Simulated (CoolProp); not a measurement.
The fluid at 276.47 K and 1.35 MPa expands adiabatically to 0.186 MPa with isentropic efficiency 0.9. The same conditions are run with several fluids, on thermodynamics alone (safety and materials aside).

Model: reference Helmholtz-energy equation of state of each fluid (fluorine: de Reuck 1990; methane: Setzmann 1991; nitrogen: Span 2000; ethane: Bücker 2006), in CoolProp.

```json
[
 {"fluid": "fluorine", "work (kJ/kg)": "82.3", "final temperature (K)": "170.5", "final phase": "gas", "final density (kg/m³)": "5.02"},
 {"fluid": "methane", "work (kJ/kg)": "197", "final temperature (K)": "178.5", "final phase": "gas", "final density (kg/m³)": "2.04"},
 {"fluid": "nitrogen", "work (kJ/kg)": "111", "final temperature (K)": "167.9", "final phase": "gas", "final density (kg/m³)": "3.76"},
 {"fluid": "ethane", "work (kJ/kg)": "102", "final temperature (K)": "196.6", "final phase": "two-phase, vapour fraction 0.987", "final density (kg/m³)": "3.65"}
]
```
